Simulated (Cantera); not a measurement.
A closed system holds: 1 mol PbO, 0.55 mol CO, 0.11 mol N2, equilibrated at 1448 K and 7600 Pa.

Cantera equilibrium calculation (NASA polynomials, part measured and part estimated; ideal gas, pure solids and liquids). Candidate condensed phases: C, Pb, PbO, PbO2, Pb3O4; 27 gas species. Each liquid is taken as pure. Mutual solubility and eutectic melting of coexisting phases are not modelled. Gases not in the tables: (PbO)n polymers. Equilibrium is a limit: real reactors are often held back by kinetics, nucleation or transport.

Base state: CO2 0.623, Pb 0.192, N2 0.125, PbO 0.0584, CO 0.00130, Pb2 5.71e-5, O2 1.44e-5 (mole fractions); condensed: Pb(l) + PbO(l).

What changes in the equilibrium state with this change: pressure from 7600 Pa to 1000 Pa?


| species | before | after |
|---|---|---|
| Pb | 0.192 | 0.332 |
| CO2 | 0.623 | 0.331 |
| PbO | 0.0584 | 0.270 |
| N2 | 0.125 | 0.0662 |
| O2 | 1.44e-5 | 0.000777 |
| NO | 3.10e-6 | 1.66e-5 |
| Pb(l), mol | 0.380 | 0 |
| PbO(l), mol | 0.400 | 0 |

What changes in the equilibrium state with this change: pressure from 7600 Pa to 82000 Pa?


```tsv
species	before	after
CO2	0.623	0.812
N2	0.125	0.163
Pb	0.192	0.0178
PbO	0.0584	0.00541
O2	1.44e-5	1.33e-6
Pb2	5.71e-5	5.29e-6
CO	0.00130	0.00170
Pb(l), mol	0.380	0.537
PbO(l), mol	0.400	0.447
```
